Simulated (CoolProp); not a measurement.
Vapour-liquid equilibrium of ethylene (1) + propylene (2) at 0.667 MPa; x and y are mole fractions of (1).

Model: multi-fluid Helmholtz-energy mixture model, Smukala 2000 and Lemmon 2013; pair parameters Bell 2016, in CoolProp.

| x | bubble temperature, mixture model (K) | bubble temperature, Raoult's law (K) | y, mixture model | y, Raoult's law |
|---|---|---|---|---|
| 0.05 | 270.0 | 268.6 | 0.218 | 0.276 |
| 0.125 | 259.8 | 257.7 | 0.460 | 0.531 |
| 0.2 | … | 249.1 | 0.623 | 0.683 |
| 0.275 | 243.8 | 242.2 | 0.732 | 0.778 |
| 0.35 | 237.7 | 236.5 | 0.806 | 0.841 |
| 0.425 | 232.6 | 231.7 | 0.857 | 0.885 |
| 0.5 | 228.3 | 227.6 | 0.894 | 0.917 |
| 0.575 | 224.5 | 224.0 | 0.922 | 0.940 |
| 0.65 | 221.3 | 220.8 | 0.943 | 0.957 |
| 0.725 | 218.4 | 218.0 | … | 0.971 |
| 0.8 | 215.8 | 215.4 | … | 0.981 |
| 0.875 | 213.4 | 213.2 | 0.984 | 0.990 |
| 0.95 | 211.2 | 211.1 | … | 0.996 |

Task: Some entries are withheld; supply them.

Result: 
- 0.2, bubble temperature, mixture model (K): 251.0
- 0.725, y, mixture model: 0.959
- 0.8, y, mixture model: 0.973
- 0.95, y, mixture model: 0.994

The largest gap from Raoult's law is +2.1 K in bubble temperature, at x = 0.125. No azeotrope shows between x = 0.05 and 0.95.

Pair parameters are fitted to limited data, so mixtures are less certain than the pure fluids.
